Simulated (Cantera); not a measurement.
Charge: 1 mol SiH₄, 1.3 mol CH₄, 280 mol H₂, 0.015 mol C₃H₈, equilibrated at 0.0133 bar.

Method: chemical equilibrium by Gibbs-energy minimisation in Cantera with the NASA 1993 tables (ideal gas, pure condensed phases). Candidate condensed phases: C, C₆H₆, C₇H₈, C₈H₁₈, Si, SiC; 87 gas species. Gases not in the tables: Si₂H₆ and higher silanes. Rates play no part.

Q: What share of the Si ends up in condensed phases as a function of T (K), at 1423, 1498, 1573, 1648, 1723, 1798, 1873, 1948, 2023, 2098, 2173, 2248, 2323?

A: 
```csv
T (K),Si condensed (%),as
1423,100.0,SiC(s)
1498,100.0,SiC(s)
1573,100.0,SiC(s)
1648,100.0,SiC(s)
1723,100.0,SiC(s)
1798,99.8,SiC(s)
1873,99.2,SiC(s)
1948,97.3,SiC(s)
2023,90.5,SiC(s)
2098,69.6,SiC(s)
2173,17.1,SiC(s)
2248,0.0,-
2323,0.0,-
```
